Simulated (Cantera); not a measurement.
A Cantera script and its output.

```python
import numpy as np
import cantera as ct

gas = ct.Solution("gri30.yaml", transport_model="mixture-averaged")
show = ['CO2', 'CH4', 'OH']

rows = []
print(f"{'T/K':>7s}{'rho':>11s}{'cp':>10s}{'mu':>11s}{'lambda':>11s}{'Pr':>7s}" + "".join(f"{'D_' + s:>11s}" for s in show))
for T in [400, 650, 900, 1150, 1400, 1650, 1900, 2150, 2400]:
    gas.TPX = T, 1400, {'NH3': 0.81, 'CO2': 0.72}
    Pr = gas.cp_mass * gas.viscosity / gas.thermal_conductivity
    D = [gas.mix_diff_coeffs_mole[gas.species_index(s)] for s in show]
    rows.append([gas.density, gas.cp_mass, gas.viscosity, gas.thermal_conductivity, Pr, *D])
    print(f"{T:7g}{gas.density:11.4e}{gas.cp_mass:10.1f}{gas.viscosity:11.4e}"
          f"{gas.thermal_conductivity:11.4e}{Pr:7.3f}" + "".join(f"{d:11.4e}" for d in D))
print("SI units: kg/m3, J/kg/K, Pa s, W/m/K, m2/s")
```

Result:

```
    T/K        rho        cp         mu     lambda     Pr      D_CO2      D_CH4       D_OH
    400 1.2513e-02    1341.8 1.7545e-05 3.4062e-02  0.691 2.0302e-03 2.4345e-03 3.5789e-03
    650 7.7006e-03    1604.0 2.7203e-05 6.3508e-02  0.687 5.1539e-03 5.8896e-03 8.4288e-03
    900 5.5615e-03    1797.8 3.5609e-05 9.3914e-02  0.682 9.3583e-03 1.0418e-02 1.4724e-02
   1150 4.3525e-03    1951.4 4.3082e-05 1.2359e-01  0.680 1.4477e-02 1.5874e-02 2.2284e-02
   1400 3.5753e-03    2068.1 4.9863e-05 1.5198e-01  0.678 2.0407e-02 2.2166e-02 3.0997e-02
   1650 3.0336e-03    2159.1 5.6116e-05 1.7892e-01  0.677 2.7080e-02 2.9234e-02 4.0783e-02
   1900 2.6344e-03    2229.7 6.1959e-05 2.0440e-01  0.676 3.4449e-02 3.7033e-02 5.1582e-02
   2150 2.3281e-03    2284.2 6.7476e-05 2.2845e-01  0.675 4.2478e-02 4.5529e-02 6.3349e-02
   2400 2.0856e-03    2326.2 7.2729e-05 2.5115e-01  0.674 5.1144e-02 5.4696e-02 7.6044e-02
SI units: kg/m3, J/kg/K, Pa s, W/m/K, m2/s
```

Computed with Cantera and GRI-Mech 3.0 (53 species, 325 reactions). Polar gases are described roughly by these parameters. The composition is frozen, though it would react at the higher temperatures.
